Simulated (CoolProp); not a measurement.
20 sccm (0 °C, 1 atm) of nitrogen bubbles through liquid ethylbenzene at 290.4 K and leaves saturated at a total pressure of 0.00791 MPa (ideal gas phase). Each further row changes one setting.

Model: reference Helmholtz-energy equation of state, Zhou 2012, in CoolProp.

```tsv
case	vapour pressure (kPa)	mole fraction of vapour	delivery (mg/min)	delivery (sccm)	change of delivery for a bath 1 K warmer (%)
as stated	0.809	0.102	10.8	2.28	7.0
bath temperature 295.4 K	1.09	0.138	15.2	3.20	7.0
total pressure 0.0158 MPa	0.809	0.0512	5.11	1.08	6.6
```
